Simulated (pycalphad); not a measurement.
## Freezing of Si-Cu alloys with rising Cu

Source of the numbers: pycalphad with the COST 507 light-alloy database (1999); pressure 1 atm. These are 1990s assessments: newer ones move some temperatures and phases. Phase fractions are per mole of atoms.

Scheil-Gulliver runs (no diffusion in the solid, steps of 4 K) beside full equilibrium.

```
alloy              liquidus (K)  Scheil, half solid (K)  Scheil, 80 % solid (K)  Scheil, invariant end (K)  liquid left at that end  equilibrium solidus (K)
-----------------  ------------  ----------------------  ----------------------  -------------------------  -----------------------  -----------------------
Si-8.44Cu (at.%)           1641                    1587                    1404                       1074                     0.12                     1074
Si-12.66Cu (at.%)           [?]                     [?]                     [?]                       1074                      [?]                     1074
Si-16.88Cu (at.%)          1587                    1467    at the invariant end                       1074                     0.24                     1074
Si-33.76Cu (at.%)          1467                    1113    at the invariant end                       1074                     0.49                     1074
```

Task: What belongs in the gaps?

Result: 
- Si-12.66Cu (at.%), liquidus (K): 1615
- Si-12.66Cu (at.%), Scheil, half solid (K): 1527
- Si-12.66Cu (at.%), Scheil, 80 % solid (K): 1188
- Si-12.66Cu (at.%), liquid left at that end: 0.18
